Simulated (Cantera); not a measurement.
A freely propagating, adiabatic, planar premixed flame of H₂ : O₂ : N₂ = 1 : 0.641 : 2.41 (molar parts), equivalence ratio 0.78, unburnt at 623 K and 0.550 bar; mixture-averaged transport, grid criteria slope 0.08 and curve 0.16, no radiation.

Detailed kinetics in Cantera: the H2/O2 subset of GRI-Mech 3.0, which has no nitrogen chemistry. Burning velocities carry a grid error of a few per cent, more on coarse grids.

Problem. How do the results move with these cheaper or finer settings: unity-Lewis-number transport; multicomponent transport; multicomponent+Soret transport; grid criteria slope 0.5, curve 1; grid criteria slope 0.25, curve 0.5; grid criteria slope 0.03, curve 0.06?

Solution. 
```csv
setting,laminar burning velocity,thermal thickness,peak x(HO₂),peak x(O),grid points
as above,643 cm/s,1.02 mm,0.000174,0.0162,135
unity-Lewis-number transport,440 cm/s,0.733 mm,0.000145,0.0171,132
multicomponent transport,632 cm/s,1.01 mm,0.000174,0.0162,136
multicomponent+Soret transport,600 cm/s,0.998 mm,0.000175,0.0160,136
"grid criteria slope 0.5, curve 1",842 cm/s,1.42 mm,0.000166,0.0165,48
"grid criteria slope 0.25, curve 0.5",723 cm/s,1.17 mm,0.000170,0.0163,67
"grid criteria slope 0.03, curve 0.06",628 cm/s,0.988 mm,0.000175,0.0162,282
```
Unity Lewis numbers drop preferential diffusion, which matters most where H2 and H carry the flame; Soret adds thermal diffusion.
